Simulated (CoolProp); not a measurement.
Properties of n-decane along the isotherm 346.85 °C.

Computed with CoolProp (reference Helmholtz-energy equation of state, Lemmon 2006). It is a short technical equation, of lower accuracy than the large ones.

```json
[
 {"p (kPa)": "2630", "phase": "supercritical", "density (kg/m³)": "360.0", "cv (kJ/(kg K))": "3.014", "speed of sound (m/s)": "142.5", "expansivity (1/kK)": "11.38", "Prandtl number": "3.02"},
 {"p (kPa)": "5250", "phase": "supercritical", "density (kg/m³)": "430.6", "cv (kJ/(kg K))": "2.974", "speed of sound (m/s)": "289.4", "expansivity (1/kK)": "3.487", "Prandtl number": "3.27"},
 {"p (kPa)": "7880", "phase": "supercritical", "density (kg/m³)": "458.8", "cv (kJ/(kg K))": "___", "speed of sound (m/s)": "___", "expansivity (1/kK)": "2.459", "Prandtl number": "___"},
 {"p (kPa)": "10500", "phase": "supercritical", "density (kg/m³)": "477.6", "cv (kJ/(kg K))": "2.960", "speed of sound (m/s)": "429.1", "expansivity (1/kK)": "2.001", "Prandtl number": "3.68"},
 {"p (kPa)": "13100", "phase": "supercritical", "density (kg/m³)": "___", "cv (kJ/(kg K))": "2.958", "speed of sound (m/s)": "478.2", "expansivity (1/kK)": "1.731", "Prandtl number": "___"},
 {"p (kPa)": "15800", "phase": "supercritical", "density (kg/m³)": "___", "cv (kJ/(kg K))": "2.957", "speed of sound (m/s)": "522.1", "expansivity (1/kK)": "1.542", "Prandtl number": "3.97"},
 {"p (kPa)": "18400", "phase": "supercritical", "density (kg/m³)": "514.0", "cv (kJ/(kg K))": "2.956", "speed of sound (m/s)": "559.6", "expansivity (1/kK)": "1.409", "Prandtl number": "4.09"},
 {"p (kPa)": "21000", "phase": "supercritical", "density (kg/m³)": "522.7", "cv (kJ/(kg K))": "2.956", "speed of sound (m/s)": "___", "expansivity (1/kK)": "1.307", "Prandtl number": "4.21"}
]
```

Question: Fill in the missing entries.

Answer: 
- 7880, cv (kJ/(kg K)): 2.965
- 7880, speed of sound (m/s): 369.2
- 7880, Prandtl number: 3.50
- 13100, density (kg/m³): 491.9
- 13100, Prandtl number: 3.83
- 15800, density (kg/m³): 504.1
- 21000, speed of sound (m/s): 593.6

Viscosity comes from a separate model (Huber 2004). Thermal conductivity comes from a separate model (Huber 2005).
